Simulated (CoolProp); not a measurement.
A simple Rankine cycle with toluene: condensing at 299.15 K, boiler at 3.32 MPa, turbine inlet 589.1 K, turbine efficiency 0.7, pump efficiency 0.6, no recuperator. Each further row changes one setting.

The numbers come from the reference Helmholtz-energy equation of state, Lemmon 2006 in CoolProp. It is a short technical equation, of lower accuracy than the large ones.

```tsv
case	thermal efficiency (%)	net work (kJ/kg)	heat in (kJ/kg)	turbine exit temperature (K)	volume ratio over the turbine
as stated	22.7	(withheld)	805	(withheld)	(withheld)
turbine inlet 609.1 K	22.7	195	861	472.7	(withheld)
condensing temperature 291.15 K	(withheld)	193	818	441.1	1600
boiler pressure 2.32 MPa	22.1	(withheld)	841	(withheld)	(withheld)
turbine efficiency 0.6	19.3	156	805	463.2	1100
```

What belongs in the gaps?


- as stated, net work (kJ/kg): 183
- as stated, turbine exit temperature (K): 447.4
- as stated, volume ratio over the turbine: 1070
- turbine inlet 609.1 K, volume ratio over the turbine: 965
- condensing temperature 291.15 K, thermal efficiency (%): 23.6
- boiler pressure 2.32 MPa, net work (kJ/kg): 186
- boiler pressure 2.32 MPa, turbine exit temperature (K): 466.7
- boiler pressure 2.32 MPa, volume ratio over the turbine: 611
